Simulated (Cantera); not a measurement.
# Thermodynamics of iron carbonyl, mercury and lead vapours, feed Hg + N2 + O2

Input: 1 mol Hg, 37 mol N2, 0.015 mol O2, equilibrated at 1500 K and 750 Torr.

These are equilibrium values from Cantera (NASA tables, ideal gas, pure condensed phases), not measurements of a reactor. Candidate condensed phases: Hg, HgO; 10 gas species. Rates play no part.

```json
{
 "x(N2)": "0.973",
 "x(Hg)": "0.0263",
 "x(O2)": "0.000366",
 "x(NO)": "5.68e-5",
 "gas_amount": "38.02 mol",
 "log10 activity of Hg(l) (absent)": "-4.32"
}
```
